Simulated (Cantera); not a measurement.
**Adiabatic ignition**

An adiabatic, constant-pressure homogeneous reactor starts with CH4 : C2H6 : O2 : N2 : H2O = 1 : 0.17 : 2.16 : 8.13 : 3 (molar parts), at 1050 K and 1.01 bar.

Computed with Cantera and GRI-Mech 3.0 (53 species, 325 reactions).

```csv
t (s),T (K),x CH4,x C2H6,x O2,x H2,x HO2
1.00e-6,1050,0.0692,0.0118,0.149,<1e-12,1.88e-11
3.05e-6,1050,0.0692,0.0118,0.149,<1e-12,5.78e-11
9.30e-6,1050,0.0692,0.0118,0.149,1.10e-12,1.82e-10
2.83e-5,1050,0.0692,0.0118,0.149,7.60e-12,6.26e-10
8.64e-5,1050,0.0692,0.0118,0.149,6.37e-11,2.60e-9
0.000263,1050,0.0692,0.0118,0.149,5.52e-10,1.38e-8
0.000803,1050,0.0692,0.0118,0.149,4.66e-9,8.22e-8
0.00245,1050,0.0692,0.0118,0.149,4.16e-8,4.31e-7
0.00747,1050,0.0692,0.0118,0.149,6.24e-7,2.16e-6
0.0228,1051,0.0690,0.0116,0.149,8.21e-5,2.06e-5
0.0694,2323,<1e-12,<1e-12,0.000677,0.0302,2.16e-7
0.212,2320,<1e-12,<1e-12,0.000649,0.0304,2.07e-7
0.645,2320,<1e-12,<1e-12,0.000647,0.0304,2.07e-7
1.97,2320,<1e-12,<1e-12,0.000647,0.0304,2.07e-7
6.00,2320,<1e-12,<1e-12,0.000647,0.0304,2.07e-7
```
x: mole fraction; the columns are a selection and need not sum to one.

- time of steepest temperature rise: 39.3 ms
- temperature at 6.00 s: 2320 K
- equilibrium temperature: 2320 K
- x(CH4) at 6.00 s: <1e-12 (gas-phase equilibrium <1e-12)
- x(C2H6) at 6.00 s: <1e-12 (gas-phase equilibrium <1e-12)
- x(O2) at 6.00 s: 0.000647 (gas-phase equilibrium 0.000647)
